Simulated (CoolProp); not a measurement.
The numbers come from the reference Helmholtz-energy equation of state, Thol 2017 in CoolProp.

### Question
Give the vapour pressure (MPa), liquid density (kg/m³), vapour density (kg/m³), liquid cp (kJ/(kg K)) of saturated octamethyltrisiloxane (MDM) at 318.7, 366.4 K.

### Answer
| T (K) | p (MPa) | liquid density (kg/m³) | vapour density (kg/m³) | liquid cp (kJ/(kg K)) |
|---|---|---|---|---|
| 318.7 | 0.00172 | 794 | 0.154 | 1.83 |
| 366.4 | 0.0155 | 744 | 1.23 | 1.95 |
